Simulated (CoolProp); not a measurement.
Vapour-liquid equilibrium of CHF3 (R23) (1) + sulfur hexafluoride (2) at 261.1 K; x and y are mole fractions of (1).

Model: multi-fluid Helmholtz-energy mixture model, Penoncello 2003 and Guder 2009; pair parameters Bell 2016, in CoolProp.

Give the bubble pressure and the first vapour's composition at x = 0.2, 0.875, 0.95. Is there an azeotrope?

x = 0.2: 1.370 MPa, y = 0.401; x = 0.875: 1.818 MPa, y = 0.870; x = 0.95: 1.800 MPa, y = 0.943. y crosses x between x = 0.8 and 0.875: the model has an azeotrope there.

Pair parameters are fitted to limited data, so mixtures are less certain than the pure fluids.
